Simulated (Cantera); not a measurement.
What does this Cantera script print?

```python
import numpy as np
import cantera as ct

gas = ct.Solution("gri30.yaml")


def delay(T, t_max=10):
    gas.TPX = T, 130000, {'CH4': 1, 'C2H6': 0.04, 'C3H8': 0.035, 'O2': 2.41, 'N2': 9.07}
    reactor = ct.IdealGasReactor(gas, clone=False)
    net = ct.ReactorNet([reactor])
    net.rtol, net.atol = 1e-8, 1e-16
    while net.time < t_max:
        t_old, T_old = net.time, reactor.T
        net.step()
        if reactor.T > T + 400:  # ignition: a rise of 400 K
            return t_old + (T + 400 - T_old) / (reactor.T - T_old) * (net.time - t_old)
    return np.nan


taus = []
for T in [1023, 1073, 1123, 1173, 1223, 1273, 1323, 1373, 1423]:
    taus.append(delay(T))
    print(f"T0 = {T:6g} K   tau = {taus[-1]:.4e} s")
```

It prints:

```
T0 =   1023 K   tau = 1.4252e-01 s
T0 =   1073 K   tau = 6.6071e-02 s
T0 =   1123 K   tau = 3.0423e-02 s
T0 =   1173 K   tau = 1.3974e-02 s
T0 =   1223 K   tau = 6.4972e-03 s
T0 =   1273 K   tau = 3.1070e-03 s
T0 =   1323 K   tau = 1.5480e-03 s
T0 =   1373 K   tau = 8.1022e-04 s
T0 =   1423 K   tau = 4.4731e-04 s
```

Cantera simulation using GRI-Mech 3.0 (53 species, 325 reactions); the numbers are that mechanism's predictions, not measurements.
